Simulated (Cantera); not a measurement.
Charge: 1 mol Si3N4, 0.2 mol H2O, 6.1 mol H2, held at 0.713 Torr.

These are equilibrium values from Cantera (NASA tables, ideal gas, pure condensed phases), not measurements of a reactor. Candidate condensed phases: H2O, Si, SiO2, Si2N2O, Si3N4; 35 gas species. Mutual solubility and eutectic melting of coexisting phases are not modelled. Gases not in the tables: Si2H6 and higher silanes. Rates play no part.

### Question
Which condensed phases are stable at each of these points (T (°C)): 677, 777, 877, 977, 1077, 1177, 1277, 1377, 1477, 1577, 1677, 1777, 1877?

### Answer
| T (°C) | condensed phases | Si condensed (%) |
|---|---|---|
| 677 | Si2N2O(s) + Si3N4(s) | 100.0 |
| 777 | Si2N2O(s) + Si3N4(s) | 100.0 |
| 877 | Si2N2O(s) + Si3N4(s) | 100.0 |
| 977 | Si2N2O(s) + Si3N4(s) | 100.0 |
| 1077 | Si2N2O(s) + Si3N4(s) | 100.0 |
| 1177 | Si(s) + Si2N2O(s) + Si3N4(s) | 99.9 |
| 1277 | Si(s) + Si2N2O(s) + Si3N4(s) | 99.3 |
| 1377 | Si(s) | 93.2 |
| 1477 | Si(l) | 92.8 |
| 1577 | Si(l) | 91.2 |
| 1677 | Si(l) | 85.5 |
| 1777 | Si(l) | 65.9 |
| 1877 | gas only | 0.0 |

From 677 °C to 1077 °C the condensed part is Si2N2O(s) + Si3N4(s). From 1177 °C to 1277 °C the condensed part is Si(s) + Si2N2O(s) + Si3N4(s). At 1377 °C the condensed part is Si(s). From 1477 °C to 1777 °C the condensed part is Si(l). At 1877 °C nothing is condensed.
